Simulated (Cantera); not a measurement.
A freely propagating, adiabatic, planar premixed flame of 4.01 % CO, 2.65 % H₂, 5.61 % CH₄, 18.4 % O₂, 69.3 % N₂, equivalence ratio 0.79, unburnt at 650 K and 100.0 Torr; mixture-averaged transport, grid criteria slope 0.08 and curve 0.16, no radiation.

Computed with Cantera and GRI-Mech 3.0 (53 species, 325 reactions). Burning velocities carry a grid error of a few per cent, more on coarse grids.

### Question
Predict: laminar burning velocity; thermal thickness; peak x(H₂O₂); peak x(O).

### Answer
- laminar burning velocity: 258 cm/s
- thermal thickness: 2.10 mm
- peak x(H₂O₂): 1.32e-6
- peak x(O): 0.0134
